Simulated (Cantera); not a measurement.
An isothermal, constant-pressure homogeneous reactor starts with NO : N₂ = 1 : 4.3 (molar parts), at 1825 K and 0.450 bar. Integrator tolerance rtol = 1e-08.

Model: GRI-Mech 3.0 (53 species, 325 reactions), integrated in Cantera.

Question: What does this change do: temperature 1825 to 2075 K?

Answer: 
```tsv
quantity	before	after
x(NO) at 1.00 s	0.178 (gas-phase equilibrium 0.00323)	0.0875 (gas-phase equilibrium 0.00660)
x(O₂) at 1.00 s	0.00511 (gas-phase equilibrium 0.0927)	0.0503 (gas-phase equilibrium 0.0907)
x(N₂) at 1.00 s	0.816 (gas-phase equilibrium 0.904)	0.862 (gas-phase equilibrium 0.902)
x(N₂O) at 1.00 s	1.33e-5 (gas-phase equilibrium 1.33e-7)	3.60e-6 (gas-phase equilibrium 2.65e-7)
x(NO₂) at 1.00 s	5.21e-5 (gas-phase equilibrium 3.42e-6)	4.43e-5 (gas-phase equilibrium 4.44e-6)
```
